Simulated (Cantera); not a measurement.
Input: 1 mol NH3, 0.73 mol SO2, 9.8 mol O2, 5.4 mol H2, at 750 Torr.

Equilibrium computed with Cantera from the NASA thermochemical tables; the gas is ideal and each condensed phase is pure. Candidate condensed phases: H2O, H2SO4, S; 35 gas species. Kinetics and transport are ignored. All values below are at 1925 K.

Base state: H2O 0.474, O2 0.436, SO2 0.0501, N2 0.0336, OH 0.00365, NO 0.00184, O 0.000243, SO3 0.000232 (mole fractions); condensed: gas only.

Task: What changes in the equilibrium state with this change: NH3 replaced by HF?

Result: 
```tsv
species	before	after
O2	0.436	0.497
H2O	0.474	0.377
HF	0	0.0702
N2	0.0336	0
SO2	0.0501	0.0510
NO	0.00184	0
H2	0.000115	8.57e-5
H	1.03e-5	8.85e-6
SO3	0.000232	0.000252
OH	0.00365	0.00337
```
